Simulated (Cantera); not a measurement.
Input (Python, Cantera):

```python
import numpy as np
import cantera as ct

gas = ct.Solution("gri30.yaml")
gas.TPX = 1798, 500000, {'CH4': 1, 'CO': 0.35, 'O2': 3.35, 'N2': 12.6, 'H2O': 0.59}
reactor = ct.IdealGasConstPressureReactor(gas, energy="on", clone=False)
net = ct.ReactorNet([reactor])
net.rtol, net.atol = 1e-08, 1e-16
show = ['CH4', 'CO', 'O2', 'NO2', 'H2O', 'CO2']
times = np.geomspace(1e-06, 2, 13)

steps = ct.SolutionArray(gas, extra=["t"])
rows = []
print(f"{'t/s':>10s}{'T/K':>9s}{'P/Pa':>11s}" + "".join(f"{s:>11s}" for s in show))
for t in times:
    while net.time < t:
        t_next = net.step()
        steps.append(gas.state, t=t_next)
    rows.append([np.interp(t, steps.t, y) for y in (steps.T, steps.P, *steps(*show).X.T)])
    print(f"{t:10.3e}{rows[-1][0]:9.1f}{rows[-1][1]:11.4g}" + "".join(f"{x:11.3e}" for x in rows[-1][2:]))
rate = np.gradient(steps.T, steps.t)
print("integrator steps:", len(steps.t))
if steps.T.max() > steps.T[0] + 200:
    print(f"time of steepest temperature rise: {steps.t[rate.argmax()]:.4e} s")
gas.TPX = 1798, 500000, {'CH4': 1, 'CO': 0.35, 'O2': 3.35, 'N2': 12.6, 'H2O': 0.59}
gas.equilibrate("HP")
print(f"equilibrium (HP): T = {gas.T:.1f} K  " + "  ".join(f"{s} {gas[s].X[0]:.3e}" for s in show))
```

It prints:

```
       t/s      T/K       P/Pa        CH4         CO         O2        NO2        H2O        CO2
 1.000e-06   1797.9      5e+05  5.586e-02  1.956e-02  1.872e-01  1.375e-16  3.299e-02  1.033e-06
 3.350e-06   1797.6      5e+05  5.572e-02  1.956e-02  1.872e-01  6.536e-15  3.305e-02  6.112e-06
 1.122e-05   1799.4      5e+05  5.431e-02  1.959e-02  1.864e-01  5.624e-13  3.385e-02  5.942e-05
 3.761e-05   2676.1      5e+05  3.273e-16  2.125e-02  6.965e-02  2.014e-07  1.227e-01  5.287e-02
 1.260e-04   2782.7      5e+05  2.571e-16  1.477e-02  6.657e-02  2.134e-06  1.286e-01  5.999e-02
 4.221e-04   2775.1      5e+05  2.557e-16  1.464e-02  6.380e-02  7.113e-06  1.289e-01  6.016e-02
 1.414e-03   2765.4      5e+05  2.538e-16  1.448e-02  6.028e-02  1.324e-05  1.294e-01  6.036e-02
 4.738e-03   2763.4      5e+05  2.534e-16  1.445e-02  5.959e-02  1.442e-05  1.295e-01  6.040e-02
 1.587e-02   2763.4      5e+05  2.534e-16  1.445e-02  5.958e-02  1.442e-05  1.295e-01  6.040e-02
 5.318e-02   2763.4      5e+05  2.534e-16  1.445e-02  5.958e-02  1.442e-05  1.295e-01  6.040e-02
 1.782e-01   2763.4      5e+05  2.534e-16  1.445e-02  5.958e-02  1.442e-05  1.295e-01  6.040e-02
 5.970e-01   2763.4      5e+05  2.534e-16  1.445e-02  5.958e-02  1.442e-05  1.295e-01  6.040e-02
 2.000e+00   2763.4      5e+05  2.534e-16  1.445e-02  5.958e-02  1.442e-05  1.295e-01  6.040e-02
integrator steps: 1681
time of steepest temperature rise: 2.7058e-05 s
equilibrium (HP): T = 2763.4 K  CH4 3.494e-16  CO 1.445e-02  O2 5.958e-02  NO2 1.442e-05  H2O 1.295e-01  CO2 6.040e-02
```

Detailed kinetics in Cantera: GRI-Mech 3.0 (53 species, 325 reactions).
